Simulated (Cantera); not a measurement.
An isothermal plug-flow reactor at 700 K and 1.28 atm (inlet), inlet velocity 0.51 m/s, active area per volume 230 1/m; feed CO : O2 : N2 : H2O = 0.011 : 0.028 : 0.79 : 0.012 (molar parts), equivalence ratio 0.20.

Model: Deutschmann's 1995 Pt surface mechanism with GRI-Mech 3.0 gas chemistry, integrated in Cantera. Catalytic surfaces can have several steady states; this one follows from the mechanism file's or the stated starting coverage. Mass transfer to the wall is taken as infinitely fast.

x: gas mole fraction; θ: surface coverage.

```json
[
 {"z (m)": "0.00015", "x CO": "0.0130", "x O2": "0.0333", "x H2O": "0.0143", "x CO2": "___", "θ free Pt": "0.0379", "θ O*": "0.00500", "θ CO*": "0.957"},
 {"z (m)": "0.00033", "x CO": "0.0130", "x O2": "0.0332", "x H2O": "0.0143", "x CO2": "___", "θ free Pt": "0.0380", "θ O*": "0.00503", "θ CO*": "0.957"},
 {"z (m)": "0.00071", "x CO": "0.0128", "x O2": "0.0332", "x H2O": "0.0143", "x CO2": "___", "θ free Pt": "0.0382", "θ O*": "0.00508", "θ CO*": "0.956"},
 {"z (m)": "0.0015", "x CO": "0.0125", "x O2": "0.0330", "x H2O": "0.0143", "x CO2": "___", "θ free Pt": "0.0387", "θ O*": "0.00520", "θ CO*": "0.956"},
 {"z (m)": "0.0033", "x CO": "0.0118", "x O2": "0.0327", "x H2O": "0.0143", "x CO2": "___", "θ free Pt": "0.0401", "θ O*": "0.00551", "θ CO*": "0.954"},
 {"z (m)": "0.0071", "x CO": "0.0101", "x O2": "0.0318", "x H2O": "0.0143", "x CO2": "___", "θ free Pt": "0.0438", "θ O*": "0.00646", "θ CO*": "0.949"},
 {"z (m)": "0.015", "x CO": "0.00464", "x O2": "0.0292", "x H2O": "0.0143", "x CO2": "___", "θ free Pt": "0.0713", "θ O*": "0.0163", "θ CO*": "0.911"}
]
```

**Question.** Fill in the missing entries.

**Answer.** 
- 0.00015, x CO2: 5.73e-5
- 0.00033, x CO2: 0.000126
- 0.00071, x CO2: 0.000273
- 0.0015, x CO2: 0.000584
- 0.0033, x CO2: 0.00132
- 0.0071, x CO2: 0.00304
- 0.015, x CO2: 0.00849
